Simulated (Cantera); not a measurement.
# Hydrocarbon pyrolysis for carbon deposition

An isothermal, constant-pressure homogeneous reactor starts with C2H6 : N2 = 1 : 110 (molar parts), at 1000 K and 3.38 Torr.

Detailed kinetics in Cantera: GRI-Mech 3.0 (53 species, 325 reactions). GRI-Mech 3.0 stops at C3 and has no aromatics, soot or wall deposition, so with more carbon than oxygen in the feed, carbon stays in small species such as C2H2 where larger ones or solid carbon would form. Radical loss at walls, strong at low pressure, is not modelled.

```
t (s)      x C2H6     x CH3    x C2H4   x C2H    x C2H2       x H     x HCN
--------  -------  --------  --------  ------  --------  --------  --------
2.00e-5   0.00901  3.56e-11    <1e-12  <1e-12    <1e-12    <1e-12    <1e-12
7.48e-5   0.00901  1.33e-10    <1e-12  <1e-12    <1e-12    <1e-12    <1e-12
0.000280  0.00901  4.98e-10    <1e-12  <1e-12    <1e-12    <1e-12    <1e-12
0.00105   0.00901   1.86e-9    <1e-12  <1e-12    <1e-12    <1e-12    <1e-12
0.00391   0.00901   6.93e-9  4.51e-12  <1e-12    <1e-12  2.73e-12    <1e-12
0.0146    0.00901   2.56e-8  2.21e-10  <1e-12    <1e-12  5.71e-11    <1e-12
0.0547    0.00901   9.09e-8   1.10e-8  <1e-12    <1e-12  8.80e-10    <1e-12
0.205     0.00901   2.83e-7   5.14e-7  <1e-12  1.57e-12   1.11e-8    <1e-12
0.765     0.00899   7.43e-7   1.71e-5  <1e-12   1.52e-9   8.06e-8    <1e-12
2.86      0.00879   2.32e-6  0.000212  <1e-12   2.54e-7   1.85e-7  1.86e-12
10.7      0.00773   2.73e-6   0.00121  <1e-12   9.06e-6   2.33e-7  5.82e-12
40.0      0.00432   1.95e-6   0.00432  <1e-12  0.000151   3.06e-7  9.59e-12
```
x: mole fraction; the columns are a selection and need not sum to one.

Equilibrium at this temperature and pressure: C2H6 1.57e-8, CH3 5.54e-9, C2H4 8.17e-5, C2H <1e-12, C2H2 0.00224, H 4.29e-9, HCN 0.0119 (gas phase only).
